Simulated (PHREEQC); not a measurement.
## Hard or scaling water: speciation

Dissolve 0.98 mmol/kgw MgCl2, 0.056 mmol/kgw Na2CO3 and 0.23 mmol/kgw MgSO4 at 60 °C. Closed to the air; pH follows from the charge balance.

Equilibrium calculation in PHREEQC: ion-association model, phreeqc.dat.

This is a speciation only: nothing precipitates in the calculation.

**Question.** What pH, ionic strength does the model give?

**Answer.** pH 8.52; ionic strength 0.00369 mol/kgw.

**Question.** In which forms is C present?

**Answer.** HCO3- 93 %, MgCO3 2.9 %, CO3-2 2.7 %, MgHCO3+ 1.2 %, CO2 0.5 % of the C.

Away from 25 °C the constants follow the database's enthalpies or fits; those with neither stay at their 25 °C values.
